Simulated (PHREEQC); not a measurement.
A PHREEQC speciation (ion-association model, wateq4f.dat) at 48 °C gives pH 7.76 and these molalities:

```tsv
species	mol/kgw
Ag+	0.252
F-	0.252
AgF	0.0481
```

Question: What are the element totals, and what could have been dissolved in 1 kg of water to give them?

Answer: This is not unique; one that fits is totals Ag 0.300, F 0.300 mol/kgw, from 0.3 mol/kgw AgF.

Precipitation was switched off in this run. Saturation is exceeded, for instance for Ag2O; the values hold only as long as no solid forms. Species that the database lacks are ignored. Away from 25 °C the constants follow the database's enthalpies or fits; those with neither stay at their 25 °C values.
